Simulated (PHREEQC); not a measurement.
Solution (40 °C): 0.16 mol/kgw NaNO3 and 0.0094 mol/kgw Na2SO4. Closed to the air; pH follows from the charge balance.

All values are PHREEQC results (ion-association model, phreeqc.dat), not measurements.

```json
{
 "ionic_strength": "0.184 mol/kgw",
 "activity_of_water": "0.994",
 "specific_conductance": "22900 µS/cm",
 "density": "1.002 g/cm³"
}
```

| species | molality | activity | log γ |
|---|---|---|---|
| Na+ | 0.177 | 0.132 | -0.127 |
| NO3- | 0.160 | 0.111 | -0.158 |
| SO4-2 | 0.00732 | 0.00214 | -0.533 |
| NaSO4- | 0.00208 | 0.00155 | -0.127 |
| OH- | 2.61e-7 | 1.84e-7 | -0.150 |
| H+ | 1.98e-7 | 1.58e-7 | -0.099 |
| HSO4- | 6.25e-8 | 4.65e-8 | -0.128 |

Precipitation was switched off in this run. At this temperature some constants are extrapolated from 25 °C, and those without enthalpy data are left unchanged.
